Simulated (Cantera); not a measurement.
A closed system holds: 1 mol B2O3, 0.21 mol NH3, 13 mol N2, held at 1548 K.

Equilibrium computed with Cantera from the NASA thermochemical tables; the gas is ideal and each condensed phase is pure. Candidate condensed phases: B, BN, B2O3, B3O3H3, H2O; 39 gas species. The numbers say what is thermodynamically allowed, not how fast it happens.

Question: At 0.000770 bar, list the 7 most abundant gas species with their mole fractions, and the condensed phases.

Answer: N2 0.909, B2O3 0.0618, H2 0.0168, HBO2 0.00745, HBO 0.00242, B2O2 0.00230, BO 0.000505. Condensed: gas only.
